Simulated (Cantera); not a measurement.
Input (Python, Cantera):

```python
import numpy as np
import cantera as ct

gas = ct.Solution("gri30.yaml")
gas.TPX = 1148, 2900000, {'CH4': 1, 'C2H6': 0.038, 'O2': 3.56, 'N2': 13.4}
reactor = ct.IdealGasReactor(gas, energy="on", clone=False)
net = ct.ReactorNet([reactor])
net.rtol, net.atol = 1e-08, 1e-16
show = ['CH4', 'C2H6', 'O2', 'NO2', 'CO2', 'H', 'C2H']
times = np.geomspace(9e-06, 0.2, 11)

steps = ct.SolutionArray(gas, extra=["t"])
rows = []
print(f"{'t/s':>10s}{'T/K':>9s}{'P/Pa':>11s}" + "".join(f"{s:>11s}" for s in show))
for t in times:
    while net.time < t:
        t_next = net.step()
        steps.append(gas.state, t=t_next)
    rows.append([np.interp(t, steps.t, y) for y in (steps.T, steps.P, *steps(*show).X.T)])
    print(f"{t:10.3e}{rows[-1][0]:9.1f}{rows[-1][1]:11.4g}" + "".join(f"{x:11.3e}" for x in rows[-1][2:]))
rate = np.gradient(steps.T, steps.t)
print("integrator steps:", len(steps.t))
if steps.T.max() > steps.T[0] + 200:
    print(f"time of steepest temperature rise: {steps.t[rate.argmax()]:.4e} s")
gas.TPX = 1148, 2900000, {'CH4': 1, 'C2H6': 0.038, 'O2': 3.56, 'N2': 13.4}
gas.equilibrate("UV")
print(f"equilibrium (UV): T = {gas.T:.1f} K  " + "  ".join(f"{s} {gas[s].X[0]:.3e}" for s in show))
```

It prints:

```
       t/s      T/K       P/Pa        CH4       C2H6         O2        NO2        CO2          H        C2H
 9.000e-06   1148.0    2.9e+06  5.556e-02  2.111e-03  1.978e-01  9.397e-25  1.806e-14  2.312e-12  9.865e-29
 2.449e-05   1148.0    2.9e+06  5.556e-02  2.111e-03  1.978e-01  5.592e-23  3.835e-13  7.450e-12  1.042e-26
 6.662e-05   1148.0    2.9e+06  5.556e-02  2.111e-03  1.978e-01  3.819e-21  9.383e-12  3.377e-11  1.796e-24
 1.813e-04   1148.0    2.9e+06  5.556e-02  2.110e-03  1.978e-01  4.523e-19  3.755e-10  2.904e-10  8.378e-22
 4.931e-04   1148.9  2.902e+06  5.545e-02  2.097e-03  1.977e-01  1.767e-16  2.433e-08  2.762e-09  8.778e-19
 1.342e-03   1268.9  3.215e+06  4.599e-02  1.402e-03  1.858e-01  4.205e-12  1.463e-04  8.665e-07  1.421e-12
 3.650e-03   2604.0  6.604e+06  1.482e-17  2.002e-32  7.060e-02  5.740e-05  5.786e-02  1.093e-04  1.245e-23
 9.931e-03   2603.7  6.604e+06  1.477e-17  1.990e-32  7.053e-02  5.789e-05  5.786e-02  1.091e-04  1.236e-23
 2.702e-02   2603.7  6.604e+06  1.477e-17  1.990e-32  7.053e-02  5.789e-05  5.786e-02  1.091e-04  1.236e-23
 7.351e-02   2603.7  6.604e+06  1.477e-17  1.990e-32  7.053e-02  5.789e-05  5.786e-02  1.091e-04  1.236e-23
 2.000e-01   2603.7  6.604e+06  1.477e-17  1.990e-32  7.053e-02  5.789e-05  5.786e-02  1.091e-04  1.236e-23
integrator steps: 2236
time of steepest temperature rise: 1.3820e-03 s
equilibrium (UV): T = 2603.7 K  CH4 2.055e-17  C2H6 3.117e-32  O2 7.053e-02  NO2 5.789e-05  CO2 5.786e-02  H 1.091e-04  C2H 1.396e-23
```

Cantera simulation using GRI-Mech 3.0 (53 species, 325 reactions); the numbers are that mechanism's predictions, not measurements. The pressure lies above the range GRI-Mech 3.0 was tuned for (to about 10 atm).
